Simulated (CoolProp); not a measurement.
Model: reference Helmholtz-energy equation of state, Lemmon 2006, in CoolProp. It is a short technical equation, of lower accuracy than the large ones.

Q: For C2F6 (R116), give the phase and the conductivity (mW/(m K)) at 425 K and 7.62 bar; 425 K and 26.7 bar.

A: 
- 425 K and 7.62 bar: gas; conductivity 24.9
- 425 K and 26.7 bar: gas; conductivity 25.6

Thermal conductivity comes from a separate model (Huber 2003), an estimate that may be off by 10 % or more.
